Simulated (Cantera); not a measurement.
Charge: 1 mol TiCl4, 0.38 mol CH4, equilibrated at 0.420 bar.

Equilibrium computed with Cantera from the NASA thermochemical tables; the gas is ideal and each condensed phase is pure. Candidate condensed phases: C, C6H6, C7H8, C8H18, Ti, TiC, TiCl2, TiCl3, TiCl4; 96 gas species. The tables' values for TiCl2 are old estimates; treat these amounts as uncertain. TiC: taken at fixed stoichiometry. The numbers say what is thermodynamically allowed, not how fast it happens.

### Question
At 1825 K, list the 4 most abundant gas species with their mole fractions, and the condensed phases.

### Answer
HCl 0.487, TiCl3 0.267, TiCl4 0.136, H2 0.106. Condensed: C(graphite) + TiC(s).
